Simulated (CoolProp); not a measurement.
Vapour-liquid equilibrium of acetone (1) + dimethyl carbonate (2) at 135.65 °C; x and y are mole fractions of (1).

The numbers come from the multi-fluid Helmholtz-energy mixture model, Lemmon 2006 and Zhou 2011; pair parameters Bell 2016 in CoolProp.

| x | bubble pressure, mixture model (bar) | bubble pressure, Raoult's law (bar) | y, mixture model | y, Raoult's law |
|---|---|---|---|---|
| 0.05 | 3.856 | 3.831 | 0.111 | 0.111 |
| 0.15 | 4.368 | 4.326 | 0.286 | 0.296 |
| 0.25 | 4.853 | 4.821 | 0.421 | 0.442 |
| 0.35 | 5.324 | 5.315 | 0.533 | 0.562 |
| 0.45 | 5.791 | 5.810 | 0.629 | 0.661 |
| 0.55 | 6.262 | 6.305 | 0.713 | 0.744 |
| 0.65 | 6.741 | 6.800 | 0.788 | 0.816 |
| 0.75 | 7.234 | 7.294 | 0.856 | 0.877 |
| 0.85 | 7.741 | 7.789 | 0.918 | 0.931 |
| 0.95 | 8.264 | 8.284 | 0.974 | 0.978 |

The largest gap from Raoult's law is +1.0 % in bubble pressure, at x = 0.15. No azeotrope shows between x = 0.05 and 0.95.

Pair parameters are fitted to limited data, so mixtures are less certain than the pure fluids. The gap from Raoult's law changes sign with composition, which may be real or a fault of the pair parameters; it wasn't checked against measurements.
